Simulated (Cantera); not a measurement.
What does this Cantera script print?

```python
import numpy as np
import cantera as ct

gas_names = """
    CL CL2 H HCL H2 Si SiCL SiCL2 SiCL3 SiCL4 SiH SiHCL3 SiH2 SiH2CL2 SiH3 SiH3CL SiH4 Si2 Si3
""".split()
cond_names = """
    Si(cr) Si(L)
""".split()


def load(file, names, dense=False):
    # The tables refer to 1 bar. Condensed volumes are neglected.
    table = {s.name: s for s in ct.Species.list_from_file(file)}
    out = []
    for n in names:
        d = dict(table[n].input_data)
        d["thermo"] = dict(d["thermo"], **{"reference-pressure": 1e5})
        if dense:
            d["equation-of-state"] = {"model": "constant-volume", "density": "1e6 g/cm^3"}
        out.append(ct.Species.from_dict(d))
    return out


gas = ct.Solution(thermo="ideal-gas", species=load("nasa_gas.yaml", gas_names))
cond = {s.name: ct.Solution(thermo="fixed-stoichiometry", species=[s], name=s.name)
        for s in load("nasa_condensed.yaml", cond_names, dense=True)}
atoms = {
    'SiHCl3': {'Si': 1, 'H': 1, 'CL': 3},
    'Cl2': {'CL': 2},
    'H2': {'H': 2},
}
top_T = {}  # K; cautious upper limits of use, not melting points


def equilibrate(T, P, feed):
    n = {}
    for name, mol in feed.items():
        for a, k in atoms[name].items():
            n[a] = n.get(a, 0.0) + k * mol
    gas.TPX = T, P, n
    mass = sum(n.values()) * gas.mean_molecular_weight
    gas.equilibrate("TP")
    valid = [c for c in cond.values() if c.min_temp <= T <= top_T.get(c.name, c.max_temp)]
    mix = ct.Mixture([(gas, mass / gas.mean_molecular_weight)] + [(c, 0.0) for c in valid])
    mix.T, mix.P = T, P
    mix.equilibrate("TP", solver="vcs", rtol=1e-11, max_steps=5000)
    return mix


results = []
feed = {'SiHCl3': 1, 'Cl2': 0.049, 'H2': 510}  # mol
P = 7400  # Pa
for T in [800, 900, 1000, 1100, 1200, 1300, 1400, 1500, 1600, 1700]:
    mix = equilibrate(T, P, feed)
    results.append((T, P, feed, dict(zip(mix.species_names, mix.species_moles))))

top = {s: max(r[3][s] / sum(r[3][g] for g in gas_names) for r in results) for s in gas_names}
cols = sorted((s for s in top if top[s] > 0.0001), key=lambda s: -top[s])[:8]
seen = [c for c in cond_names if any(r[3].get(c, 0) > 1e-12 for r in results)]
print("log10 of partial pressures in bar; condensed amounts in mol")
print(f"{'T/K':>10s}" + "".join(f"{s[:9]:>10s}" for s in cols + seen))
for T, P, feed, n in results:
    ng = sum(n[g] for g in gas_names)
    print(f"{T:10.4g}" + "".join(f"{np.log10(max(n[s] / ng * P / 1e5, 1e-99)):10.3f}" for s in cols)
          + "".join(f"{n.get(c, 0):10.4g}" for c in seen))
```

Output:

```
log10 of partial pressures in bar; condensed amounts in mol
       T/K        H2       HCL    SiHCL3     SiCL4         H     SiCL2    Si(cr)     Si(L)
       800    -1.132    -4.232    -4.236    -4.292   -12.104    -7.321    0.2069         0
       900    -1.132    -3.760    -4.383    -4.464   -10.498    -6.254    0.4345         0
      1000    -1.133    -3.472    -4.765    -4.952    -9.211    -5.580    0.7578         0
      1100    -1.133    -3.377    -5.497    -5.909    -8.154    -5.312    0.9238         0
      1200    -1.133    -3.364    -6.300    -6.966    -7.271    -5.222    0.9499         0
      1300    -1.133    -3.363    -7.008    -7.897    -6.523    -5.167    0.9503         0
      1400    -1.133    -3.364    -7.618    -8.699    -5.880    -5.125    0.9468         0
      1500    -1.133    -3.365    -8.146    -9.393    -5.321    -5.090    0.9423         0
      1600    -1.133    -3.366    -8.607   -10.000    -4.831    -5.062    0.9357         0
      1700    -1.134    -3.367    -9.022   -10.542    -4.398    -5.047         0    0.9225
```

These are equilibrium values from Cantera (NASA tables, ideal gas, pure condensed phases), not measurements of a reactor. The tables' values for SiCl3 are old estimates; treat these amounts as uncertain. Gases not in the tables: Si2H6 and higher silanes.
